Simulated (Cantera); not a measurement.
# Thermodynamics of fluorocarbon and chlorocarbon gases, feed CH₃F + H₂

Charge: 1 mol CH₃F, 0.15 mol H₂, held at 2725 K and 97.0 Pa.

Method: chemical equilibrium by Gibbs-energy minimisation in Cantera with the NASA 1993 tables (ideal gas, pure condensed phases). Candidate condensed phases: C, C₆H₆, C₇H₈, C₈H₁₈; 95 gas species. The numbers say what is thermodynamically allowed, not how fast it happens.

```json
{
 "x(H)": "0.576",
 "x(HF)": "0.313",
 "x(H₂)": "0.0826",
 "x(C₃)": "0.0126",
 "x(F)": "0.00780",
 "x(C)": "0.00292",
 "x(C₂H₂ (acetylene))": "0.00213",
 "x(C₂H)": "0.00165",
 "x(C₂)": "0.00121",
 "n(C(graphite))": "0.839 mol",
 "gas_amount": "3.114 mol"
}
```
